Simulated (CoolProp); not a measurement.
Properties of ethanol at several states (Tc = 241.6 °C, pc = 6.268 MPa, ω = 0.644).

Model: reference Helmholtz-energy equation of state, Schroeder 2014, in CoolProp.

```
T (°C)  p (MPa)   phase  density (kg/m³)  speed of sound (m/s)  expansivity (1/kK)  viscosity (µPa s)  fugacity coefficient
------  -------  ------  ---------------  --------------------  ------------------  -----------------  --------------------
43.85    0.0387  liquid            768.6            (withheld)               1.156                765            (withheld)
138.05    0.482     gas       (withheld)                 272.8               3.481         (withheld)                0.9312
-81.05   0.0172  liquid            876.6                  1561               1.043              19800            (withheld)
```

Task: Some entries are withheld; supply them.

Result: 
- 43.85, speed of sound (m/s): 1079
- 43.85, fugacity coefficient: 0.5558
- 138.05, density (kg/m³): 7.015
- 138.05, viscosity (µPa s): 12.2
- -81.05, fugacity coefficient: 2.024e-5

Viscosity comes from a separate model (Kiselev 2005).
